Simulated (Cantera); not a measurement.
A Cantera script and its output.

```python
import numpy as np
import cantera as ct

gas = ct.Solution("gri30.yaml")
gas.TPX = 1625, 1700000, {'CH4': 1, 'H2O': 1.3}
reactor = ct.IdealGasConstPressureReactor(gas, energy="off", clone=False)
net = ct.ReactorNet([reactor])
net.rtol, net.atol = 1e-08, 1e-18
show = ['CH4', 'H2O', 'H2', 'C2H4', 'H2O2', 'H']
times = np.geomspace(7e-06, 2, 13)

steps = ct.SolutionArray(gas, extra=["t"])
rows = []
print(f"{'t/s':>10s}{'T/K':>9s}{'P/Pa':>11s}" + "".join(f"{s:>11s}" for s in show))
for t in times:
    while net.time < t:
        t_next = net.step()
        steps.append(gas.state, t=t_next)
    rows.append([np.interp(t, steps.t, y) for y in (steps.T, steps.P, *steps(*show).X.T)])
    print(f"{t:10.3e}{rows[-1][0]:9.1f}{rows[-1][1]:11.4g}" + "".join(f"{x:11.3e}" for x in rows[-1][2:]))
rate = np.gradient(steps.T, steps.t)
print("integrator steps:", len(steps.t))
if steps.T.max() > steps.T[0] + 200:
    print(f"time of steepest temperature rise: {steps.t[rate.argmax()]:.4e} s")
gas.TPX = 1625, 1700000, {'CH4': 1, 'H2O': 1.3}
gas.equilibrate("TP")
print(f"equilibrium (TP): T = {gas.T:.1f} K  " + "  ".join(f"{s} {gas[s].X[0]:.3e}" for s in show))
```

Result:

```
       t/s      T/K       P/Pa        CH4        H2O         H2       C2H4       H2O2          H
 7.000e-06   1625.0    1.7e+06  4.344e-01  5.652e-01  1.649e-04  6.562e-06  1.393e-12  1.209e-07
 1.994e-05   1625.0    1.7e+06  4.338e-01  5.651e-01  5.103e-04  4.243e-05  1.858e-12  1.391e-07
 5.681e-05   1625.0    1.7e+06  4.319e-01  5.650e-01  1.633e-03  2.444e-04  2.645e-12  1.953e-07
 1.618e-04   1625.0    1.7e+06  4.258e-01  5.641e-01  5.892e-03  1.532e-03  4.128e-12  4.046e-07
 4.610e-04   1625.0    1.7e+06  4.066e-01  5.588e-01  2.261e-02  6.796e-03  4.853e-12  1.069e-06
 1.313e-03   1625.0    1.7e+06  3.600e-01  5.412e-01  6.999e-02  1.238e-02  3.834e-12  2.506e-06
 3.742e-03   1625.0    1.7e+06  2.809e-01  5.079e-01  1.543e-01  1.441e-02  2.869e-12  4.776e-06
 1.066e-02   1625.0    1.7e+06  1.948e-01  4.697e-01  2.457e-01  2.314e-02  2.550e-12  7.623e-06
 3.037e-02   1625.0    1.7e+06  1.635e-01  4.345e-01  2.958e-01  2.608e-02  2.309e-12  9.406e-06
 8.651e-02   1625.0    1.7e+06  1.660e-01  3.835e-01  3.355e-01  2.122e-02  1.585e-12  1.000e-05
 2.464e-01   1625.0    1.7e+06  1.587e-01  3.112e-01  3.987e-01  1.366e-02  8.744e-13  1.086e-05
 7.021e-01   1625.0    1.7e+06  1.315e-01  2.349e-01  4.782e-01  6.541e-03  4.156e-13  1.189e-05
 2.000e+00   1625.0    1.7e+06  9.087e-02  1.688e-01  5.585e-01  2.297e-03  1.840e-13  1.285e-05
integrator steps: 1479
equilibrium (TP): T = 1625.0 K  CH4 3.846e-04  H2O 6.363e-02  H2 7.036e-01  C2H4 2.617e-08  H2O2 2.086e-14  H 1.445e-05
```

Computed with Cantera and GRI-Mech 3.0 (53 species, 325 reactions). The pressure lies above the range GRI-Mech 3.0 was tuned for (to about 10 atm).
